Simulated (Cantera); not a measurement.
What does this Cantera script print?

```python
import numpy as np
import cantera as ct

gas = ct.Solution("gri30.yaml")
gas.TPX = 1575, 430, {'CH4': 1, 'N2': 18}
reactor = ct.IdealGasConstPressureReactor(gas, energy="off", clone=False)
net = ct.ReactorNet([reactor])
net.rtol, net.atol = 1e-08, 1e-18
show = ['CH4', 'CH2', 'H2', 'HCN', 'C2H', 'CH3', 'C2H4']
times = np.geomspace(7e-05, 40, 9)

steps = ct.SolutionArray(gas, extra=["t"])
rows = []
print(f"{'t/s':>10s}{'T/K':>9s}{'P/Pa':>11s}" + "".join(f"{s:>11s}" for s in show))
for t in times:
    while net.time < t:
        t_next = net.step()
        steps.append(gas.state, t=t_next)
    rows.append([np.interp(t, steps.t, y) for y in (steps.T, steps.P, *steps(*show).X.T)])
    print(f"{t:10.3e}{rows[-1][0]:9.1f}{rows[-1][1]:11.4g}" + "".join(f"{x:11.3e}" for x in rows[-1][2:]))
rate = np.gradient(steps.T, steps.t)
print("integrator steps:", len(steps.t))
if steps.T.max() > steps.T[0] + 200:
    print(f"time of steepest temperature rise: {steps.t[rate.argmax()]:.4e} s")
gas.TPX = 1575, 430, {'CH4': 1, 'N2': 18}
gas.equilibrate("TP")
print(f"equilibrium (TP): T = {gas.T:.1f} K  " + "  ".join(f"{s} {gas[s].X[0]:.3e}" for s in show))
```

Output:

```
       t/s      T/K       P/Pa        CH4        CH2         H2        HCN        C2H        CH3       C2H4
 7.000e-05   1575.0        430  5.263e-02  6.609e-16  3.939e-09  4.718e-20  7.968e-31  2.741e-08  7.027e-17
 3.670e-04   1575.0        430  5.263e-02  7.099e-14  6.957e-08  2.072e-18  1.317e-26  1.927e-07  2.277e-14
 1.925e-03   1575.0        430  5.263e-02  2.463e-12  5.834e-07  7.686e-17  2.447e-22  1.229e-06  1.106e-11
 1.009e-02   1575.0        430  5.262e-02  4.715e-11  3.326e-06  2.423e-15  1.644e-18  6.705e-06  2.248e-09
 5.292e-02   1575.0        430  5.259e-02  1.091e-09  1.837e-05  1.123e-13  7.195e-15  3.536e-05  3.411e-07
 2.775e-01   1575.0        430  5.234e-02  2.605e-08  1.960e-04  9.141e-12  1.634e-11  1.828e-04  4.577e-05
 1.455e+00   1575.0        430  4.310e-02  2.798e-07  1.125e-02  1.236e-08  6.417e-09  5.872e-04  1.877e-03
 7.629e+00   1575.0        430  1.290e-02  1.703e-07  5.622e-02  5.317e-07  4.957e-08  2.325e-04  1.573e-04
 4.000e+01   1575.0        430  1.259e-03  5.721e-08  7.310e-02  3.079e-06  1.134e-07  4.050e-05  3.553e-06
integrator steps: 1143
equilibrium (TP): T = 1575.0 K  CH4 2.666e-06  CH2 2.667e-10  H2 7.490e-02  HCN 3.810e-02  C2H 4.056e-08  CH3 1.261e-07  C2H4 2.643e-07
```

Computed with Cantera and GRI-Mech 3.0 (53 species, 325 reactions). GRI-Mech 3.0 stops at C3 and has no aromatics, soot or wall deposition, so with more carbon than oxygen in the feed, carbon stays in small species such as C2H2 where larger ones or solid carbon would form. Radical loss at walls, strong at low pressure, is not modelled.
